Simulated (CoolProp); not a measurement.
A single-stage vapour-compression cycle with R22: evaporating at 207.15 K (dew point), condensing at 259.15 K (bubble point), superheat 8 K, subcooling 5 K, compressor efficiency 0.75, no pressure losses. Each further row changes one setting.

Values from CoolProp's reference Helmholtz-energy equation of state, Kamei 1995.

```tsv
case	cooling COP	pressure ratio	discharge temperature (K)	refrigerating effect (kJ/kg)	volumetric capacity (kJ/m³)
as stated	2.46	11.7	348.7	202	260
evaporating temperature 212.15 K	2.86	8.68	337.8	204	347
condensing temperature 254.15 K	2.78	9.69	337.8	208	267
subcooling 10 K	2.53	11.7	348.7	208	267
superheat 18 K	2.43	11.7	361.3	208	255
compressor efficiency 0.65	2.14	11.7	365.8	202	260
```
